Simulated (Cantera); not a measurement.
## Ignition delay

Mixture: CH4 : O2 : N2 = 1 : 3.17 : 8.25 (molar parts), at 0.910 bar, adiabatic and at constant volume. Ignition delay is the time to a rise of 400 K.

Detailed kinetics in Cantera: GRI-Mech 3.0 (53 species, 325 reactions).

| T0 (K) | delay (ms) |
|---|---|
| 1175 | 39.4 |
| 1250 | 13.6 |
| 1325 | 5.13 |
| 1400 | 2.14 |
| 1475 | 0.992 |

```json
{
  "apparent activation energy between 1325 and 1475 K": "180 kJ/mol"
}
```
